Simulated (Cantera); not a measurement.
Input: 1 mol Si₃N₄, 4.5 mol CO₂, 47 mol N₂, held at 1048 K.

Equilibrium computed with Cantera from the NASA thermochemical tables; the gas is ideal and each condensed phase is pure. Candidate condensed phases: C, Si, SiC, SiO₂, Si₂N₂O, Si₃N₄; 34 gas species. Mutual solubility and eutectic melting of coexisting phases are not modelled. Rates play no part.

Question: Which condensed phases are stable at each of these points (P (Pa)): 0.100, 2.50, 63, 1600, 40000, 1000000?

Answer: 
| P (Pa) | condensed phases | Si condensed (%) |
|---|---|---|
| 0.100 | SiO₂(β-quartz) + Si₂N₂O(s) | 100.0 |
| 2.50 | SiO₂(β-quartz) + Si₂N₂O(s) | 100.0 |
| 63 | SiO₂(β-quartz) + Si₂N₂O(s) | 100.0 |
| 1600 | C(graphite) + SiO₂(β-quartz) | 100.0 |
| 40000 | C(graphite) + SiO₂(β-quartz) | 100.0 |
| 1000000 | C(graphite) + SiO₂(β-quartz) | 100.0 |

From 0.000750 Torr to 0.473 Torr the condensed part is SiO₂(β-quartz) + Si₂N₂O(s). From 12.0 Torr to 7500 Torr the condensed part is C(graphite) + SiO₂(β-quartz).
